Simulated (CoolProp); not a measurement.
Vapour-liquid equilibrium of R143a (1) + n-butane (2) at 212.8 K; x and y are mole fractions of (1).

Values from CoolProp's multi-fluid Helmholtz-energy mixture model, Lemmon and Jacobsen 2000 and Bücker 2006; pair parameters Bell 2016.

| x | bubble pressure, mixture model (MPa) | bubble pressure, Raoult's law (MPa) | y, mixture model | y, Raoult's law |
|---|---|---|---|---|
| 0.05 | 0.02072 | 0.007254 | 0.771 | 0.359 |
| 0.125 | 0.03454 | 0.01079 | 0.869 | 0.603 |
| 0.2 | 0.04133 | 0.01433 | 0.894 | 0.727 |
| 0.275 | 0.04439 | 0.01787 | 0.903 | 0.801 |
| 0.35 | 0.04559 | 0.02141 | 0.907 | 0.851 |
| 0.425 | 0.04596 | 0.02494 | 0.908 | 0.887 |
| 0.5 | 0.04607 | 0.02848 | 0.909 | 0.914 |
| 0.575 | 0.04624 | 0.03202 | 0.909 | 0.935 |
| 0.65 | 0.04663 | 0.03556 | 0.912 | 0.952 |
| 0.725 | 0.04733 | 0.03909 | 0.917 | 0.966 |
| 0.8 | 0.04835 | 0.04263 | 0.926 | 0.977 |
| 0.875 | 0.04965 | 0.04617 | 0.943 | 0.987 |
| 0.95 | 0.05112 | 0.04971 | 0.972 | 0.995 |

The largest gap from Raoult's law is +220.1 % in bubble pressure, at x = 0.125. No azeotrope shows between x = 0.05 and 0.95.

The pair parameters rest on a limited set of measurements; away from them the model extrapolates. With so large a gap from Raoult's law the liquid may split in two, which this calculation doesn't test in full.
